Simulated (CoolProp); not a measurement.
Vapour-liquid equilibrium of octamethyltrisiloxane (MDM) (1) + octamethylcyclotetrasiloxane (D4) (2) at 319.2 K; x and y are mole fractions of (1).

The numbers come from the multi-fluid Helmholtz-energy mixture model, Thol 2017 and Thol 2015; pair parameters Bell 2016 in CoolProp.

```json
[
 {"x": "0.05", "bubble pressure, mixture model (MPa)": "[?]", "bubble pressure, Raoult's law (MPa)": "0.0006245", "y, mixture model": "0.155", "y, Raoult's law": "0.141"},
 {"x": "0.15", "bubble pressure, mixture model (MPa)": "0.0007656", "bubble pressure, Raoult's law (MPa)": "0.0007446", "y, mixture model": "0.370", "y, Raoult's law": "0.356"},
 {"x": "0.25", "bubble pressure, mixture model (MPa)": "0.0008872", "bubble pressure, Raoult's law (MPa)": "0.0008648", "y, mixture model": "0.516", "y, Raoult's law": "0.510"},
 {"x": "0.35", "bubble pressure, mixture model (MPa)": "0.001004", "bubble pressure, Raoult's law (MPa)": "0.0009849", "y, mixture model": "[?]", "y, Raoult's law": "0.628"},
 {"x": "0.45", "bubble pressure, mixture model (MPa)": "0.001118", "bubble pressure, Raoult's law (MPa)": "0.001105", "y, mixture model": "0.714", "y, Raoult's law": "0.719"},
 {"x": "0.55", "bubble pressure, mixture model (MPa)": "[?]", "bubble pressure, Raoult's law (MPa)": "0.001225", "y, mixture model": "0.786", "y, Raoult's law": "0.793"},
 {"x": "0.65", "bubble pressure, mixture model (MPa)": "[?]", "bubble pressure, Raoult's law (MPa)": "0.001345", "y, mixture model": "0.847", "y, Raoult's law": "0.853"},
 {"x": "0.75", "bubble pressure, mixture model (MPa)": "0.001466", "bubble pressure, Raoult's law (MPa)": "0.001466", "y, mixture model": "[?]", "y, Raoult's law": "0.904"},
 {"x": "0.85", "bubble pressure, mixture model (MPa)": "0.001586", "bubble pressure, Raoult's law (MPa)": "0.001586", "y, mixture model": "0.945", "y, Raoult's law": "0.947"},
 {"x": "0.95", "bubble pressure, mixture model (MPa)": "0.001706", "bubble pressure, Raoult's law (MPa)": "0.001706", "y, mixture model": "0.983", "y, Raoult's law": "0.983"}
]
```

**Question.** What belongs in the gaps?

**Answer.** 
- 0.05, bubble pressure, mixture model (MPa): 0.0006350
- 0.35, y, mixture model: 0.626
- 0.55, bubble pressure, mixture model (MPa): 0.001233
- 0.65, bubble pressure, mixture model (MPa): 0.001349
- 0.75, y, mixture model: 0.900

The largest gap from Raoult's law is +2.8 % in bubble pressure, at x = 0.15. No azeotrope shows between x = 0.05 and 0.95.

The pair parameters rest on a limited set of measurements; away from them the model extrapolates.
